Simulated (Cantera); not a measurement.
Charge: 1 mol C₃H₆, 0.065 mol NH₃, at 975 K and 82.0 Pa.

Cantera equilibrium calculation (NASA polynomials, part measured and part estimated; ideal gas, pure solids and liquids). Candidate condensed phases: C, C₆H₆, C₇H₈, C₈H₁₈; 92 gas species. The numbers say what is thermodynamically allowed, not how fast it happens.

Base state: H₂ 0.990, N₂ 0.0104, CH₄ 0.000101 (mole fractions); condensed: C(graphite).

**Question.** What changes in the equilibrium state with this change: NH₃ from 0.065 to 0.18 mol?

**Answer.** 
```
species             before    after
----------------  --------  -------
H₂                   0.990    0.973
N₂                  0.0104   0.0268
CH₄               0.000101  9.76e-5
C(graphite), mol      3.00     3.00
```

**Question.** What changes in the equilibrium state with this change: NH₃ from 0.065 to 0.61 mol?

**Answer.** 
```csv
species,before,after
H₂,0.990,0.928
N₂,0.0104,0.0723
CH₄,0.000101,8.87e-5
"C(graphite), mol",3.00,3.00
```
